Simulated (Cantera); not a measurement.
A closed system holds: 1 mol TiO₂, 3.5 mol C, 0.61 mol CO, at 998.15 K and 0.00133 bar.

Method: chemical equilibrium by Gibbs-energy minimisation in Cantera with the NASA 1993 tables (ideal gas, pure condensed phases). Candidate condensed phases: C, Ti, TiC, TiO, TiO₂, Ti₂O₃, Ti₃O₅, Ti₄O₇; 15 gas species. Kinetics and transport are ignored.

Base state: CO 0.999, CO₂ 0.000784 (mole fractions); condensed: C(graphite) + TiO₂(rutile).

Question: What changes in the equilibrium state with this change: pressure from 0.00133 bar to 0.680 bar?

Answer: 
| species | before | after |
|---|---|---|
| CO | 0.999 | 0.765 |
| CO₂ | 0.000784 | 0.235 |
| C(graphite), mol | 3.50 | 3.62 |
| TiO₂(rutile), mol | 1.00 | 1.00 |

Question: What changes in the equilibrium state with this change: TiO₂ replaced by SiO₂?

Answer: 
| species | before | after |
|---|---|---|
| CO | 0.999 | 0.999 |
| CO₂ | 0.000784 | 0.000784 |
| C(graphite), mol | 3.50 | 3.50 |
| TiO₂(rutile), mol | 1.00 | 0 |
| SiO₂(β-quartz), mol | 0 | 1.00 |
Further candidate phases: Si, SiC, SiO₂.
